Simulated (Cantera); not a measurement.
A counterflow diffusion flame at 1.00 atm, nozzles 20 mm apart: fuel side 93.6 % CH4, 3.37 % C2H6, 3.00 % C3H8 at 375 K, oxidiser side 18.0 % O2, 82.0 % N2 at 450 K, fuel mass flux 0.73 times the oxidiser's; mixture-averaged transport, no radiation.

Cantera simulation using GRI-Mech 3.0 (53 species, 325 reactions); the numbers are that mechanism's predictions, not measurements. GRI-Mech 3.0 has no aromatics or soot, which form on the fuel side of real flames. The maximum strain rate includes the flame's own expansion and is several times the mean. A flux with no burning solution from the previous one only brackets extinction.

x: mole fraction; the columns are a selection and need not sum to one.

| oxidiser flux (kg/m²/s) | max strain (1/s) | mean strain (1/s) | T max (K) | peak x OH | peak x H | peak x NO | peak x CO | peak x C2H2 |
|---|---|---|---|---|---|---|---|---|
| 0.25 | ___ | 32.2 | 1963 | 0.00511 | 0.00295 | 0.000161 | 0.0378 | 0.0104 |
| 0.38 | ___ | 49.0 | 1944 | 0.00505 | 0.00311 | 0.000137 | 0.0380 | 0.00927 |
| 0.56 | ___ | 72.2 | 1925 | 0.00494 | 0.00324 | 0.000114 | 0.0384 | 0.00833 |
| 0.83 | ___ | 107 | 1901 | 0.00472 | 0.00330 | 8.73e-5 | 0.0390 | 0.00719 |
| 1.2 | ___ | 155 | 1870 | 0.00436 | 0.00324 | 5.99e-5 | 0.0398 | 0.00586 |
| 1.8 | ___ | 232 | 1813 | 0.00360 | 0.00284 | 2.85e-5 | 0.0409 | 0.00387 |

### Question
Complete the blanks.

### Answer

- 0.25, max strain (1/s): 150
- 0.38, max strain (1/s): 220
- 0.56, max strain (1/s): 311
- 0.83, max strain (1/s): 443
- 1.2, max strain (1/s): 627
- 1.8, max strain (1/s): 913
